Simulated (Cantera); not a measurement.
## Thermodynamics of carbon deposition, reforming and gasification, feed CH4 + H2O + N2

Charge: 1 mol CH4, 1.9 mol H2O, 7.8 mol N2, equilibrated at 1423 K and 52.0 bar.

Equilibrium computed with Cantera from the NASA thermochemical tables; the gas is ideal and each condensed phase is pure. Candidate condensed phases: C, C6H6, C7H8, C8H18, H2O; 136 gas species. The ideal-gas law is rough above about 30 bar. Kinetics and transport are ignored.

- x(N2) = 0.615
- x(H2) = 0.243
- x(CO) = 0.0702
- x(H2O) = 0.0634
- x(CO2) = 0.00810
- x(CH4) = 0.000503
- x(NH3) = 0.000385
- x(HCN) = 9.93e-6
- gas amount = 12.68 mol
- log10 activity of C(graphite) (absent) = -1.37
